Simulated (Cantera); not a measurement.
# Fe(CO)5 + CO + H2 (iron carbonyl, mercury and lead vapours)

A closed system holds: 1 mol Fe(CO)5, 0.45 mol CO, 26 mol H2, equilibrated at 1325 K and 10.0 mbar.

Method: chemical equilibrium by Gibbs-energy minimisation in Cantera with the NASA 1993 tables (ideal gas, pure condensed phases). Candidate condensed phases: C, C6H6, C7H8, C8H18, Fe, Fe(CO)5, FeO, Fe(OH)2, Fe(OH)3, Fe2O3, Fe3O4, H2O; 114 gas species. Kinetics and transport are ignored.

```json
{
 "x(H2)": "0.827",
 "x(CO)": "0.173",
 "x(CH4)": "2.28e-5",
 "x(H2O)": "2.08e-5",
 "x(H)": "1.49e-5",
 "x(CO2)": "2.34e-6",
 "n(Fe(γ))": "1.000 mol",
 "gas_amount": "31.45 mol",
 "log10 activity of C(graphite) (absent)": "-0.30",
 "log10 activity of Fe(OH)2(s) (absent)": "-16.20",
 "log10 activity of Fe(OH)3(s) (absent)": "-26.69"
}
```
